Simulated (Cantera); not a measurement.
A Cantera script and what it prints.

```python
import numpy as np
import cantera as ct

gas_names = [...]  # 123 gases of nasa_gas.yaml made of C, H, O, Si
cond_names = """
    C(gr) C6H6(L) C7H8(L) C8H18(L),n-octa H2O(s) H2O(L) Si(cr) Si(L) SiC(b) SiO2(Lqz) SiO2(hqz) SiO2(L)
""".split()


# ... load() reads the species with a 1 bar reference pressure and builds the phases ...
atoms = {
    'SiO2': {'Si': 1, 'O': 2},
    'CH4': {'C': 1, 'H': 4},
    'H2': {'H': 2},
}
top_T = {'C(gr)': 4500, 'SiC(b)': 3050}  # K; cautious upper limits of use, not melting points


# ... equilibrate(T, P, feed) seeds the gas with the atoms and calls Mixture.equilibrate('TP', solver="vcs", rtol=1e-11, max_steps=5000) ...
results = []
feed = {'SiO2': 1, 'CH4': 0.55, 'H2': 3.2}  # mol
P = 10000  # Pa
for T in [1000, 1050, 1100, 1150, 1200, 1250, 1300]:
    mix = equilibrate(T, P, feed)
    results.append((T, P, feed, dict(zip(mix.species_names, mix.species_moles))))
    x = sorted(zip(gas.X, gas.species_names), reverse=True)
    print(f"T = {T:g} K  P = {P:g} Pa  gas = {mix.phase_moles(0):.4g} mol")
    print("   x: " + "  ".join(f"{s} {v:.3e}" for v, s in x if v > 1e-05))
    print("   condensed (mol): " + ("  ".join(f"{mix.phase(i).name} {mix.phase_moles(i):.4g}"
          for i in range(1, mix.n_phases) if mix.phase_moles(i) > 1e-12) or "none"))
```

It prints:

```
T = 1000 K  P = 10000 Pa  gas = 4.26 mol
   x: H2 9.906e-01  CH4 9.370e-03
   condensed (mol): C(gr) 0.5101  SiC(b) 2.763e-06  SiO2(hqz) 1
T = 1050 K  P = 10000 Pa  gas = 4.276 mol
   x: H2 9.943e-01  CH4 5.661e-03
   condensed (mol): C(gr) 0.5257  SiC(b) 1.549e-05  SiO2(hqz) 1
T = 1100 K  P = 10000 Pa  gas = 4.285 mol
   x: H2 9.964e-01  CH4 3.564e-03  CO 3.454e-05
   condensed (mol): C(gr) 0.5345  SiC(b) 7.465e-05  SiO2(hqz) 0.9999
T = 1150 K  P = 10000 Pa  gas = 4.291 mol
   x: H2 9.975e-01  CH4 2.329e-03  CO 1.458e-04
   condensed (mol): C(gr) 0.5391  SiC(b) 0.0003141  SiO2(hqz) 0.9997
T = 1200 K  P = 10000 Pa  gas = 4.296 mol
   x: H2 9.979e-01  CH4 1.573e-03  CO 5.446e-04
   condensed (mol): C(gr) 0.5397  SiC(b) 0.001172  SiO2(hqz) 0.9988
T = 1250 K  P = 10000 Pa  gas = 4.303 mol
   x: H2 9.971e-01  CO 1.827e-03  CH4 1.093e-03
   condensed (mol): C(gr) 0.5335  SiC(b) 0.003934  SiO2(hqz) 0.9961
T = 1300 K  P = 10000 Pa  gas = 4.321 mol
   x: H2 9.936e-01  CO 5.572e-03  CH4 7.764e-04
   condensed (mol): C(gr) 0.5105  SiC(b) 0.01204  SiO2(hqz) 0.9879
```

These are equilibrium values from Cantera (NASA tables, ideal gas, pure condensed phases), not measurements of a reactor. Mutual solubility and eutectic melting of coexisting phases are not modelled. The tables hold silica as quartz up to 1696 K and as liquid above; real silica turns to tridymite and cristobalite and melts near 1996 K.
